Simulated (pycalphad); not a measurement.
CALPHAD calculation (pycalphad, COST 507 light-alloy database (1999)), 1 atm. The data set is of 1999 and partly superseded. Diffusion is slow at the low end, where real alloys seldom reach equilibrium.

Molar enthalpy of Si-6.45Ti (at.%) in equilibrium (SER reference):

| T (K) | H (kJ/mol) | phases |
|---|---|---|
| 2600 | 100.12 | LIQUID |
| 2500 | 97.27 | LIQUID |
| 2400 | 94.43 | LIQUID |
| 2300 | 91.59 | LIQUID |
| 2200 | 88.74 | LIQUID |
| 2100 | 85.90 | LIQUID |
| 2000 | 83.06 | LIQUID |
| 1900 | 80.22 | LIQUID |
| 1800 | 77.38 | LIQUID |
| 1750 | 75.96 | LIQUID |
| 1700 | 74.54 | LIQUID |
| 1600 | 22.78 | DIAMOND_A4 + SI2TI |
| 1550 | 21.31 | DIAMOND_A4 + SI2TI |
| 1500 | 19.85 | DIAMOND_A4 + SI2TI |
| 1400 | 16.97 | DIAMOND_A4 + SI2TI |
| 1300 | 14.13 | DIAMOND_A4 + SI2TI |
| 1200 | 11.34 | DIAMOND_A4 + SI2TI |
| 1100 | 8.59 | DIAMOND_A4 + SI2TI |
| 1000 | 5.89 | DIAMOND_A4 + SI2TI |
| 900 | 3.24 | DIAMOND_A4 + SI2TI |
| 800 | 0.64 | DIAMOND_A4 + SI2TI |
| 700 | -1.90 | DIAMOND_A4 + SI2TI |
| 600 | -4.38 | DIAMOND_A4 + SI2TI |
| 500 | -6.79 | DIAMOND_A4 + SI2TI |

Cooling from 1700 K to 1600 K, across the freezing range, releases 51.8 kJ/mol, or 1760 J/g. The slope is 28 J/(mol K) in the liquid and 29 J/(mol K) just below the solidus, where it includes any heat of precipitation. Liquidus 1674 K, solidus 1604 K. Changes were sought between steps of 50 K, so a narrower field can be missed.

Database names, with the compositions (at.%) that they take in these runs: SI2TI: Si 67 Ti 33. DIAMOND_A4 is diamond (Si).
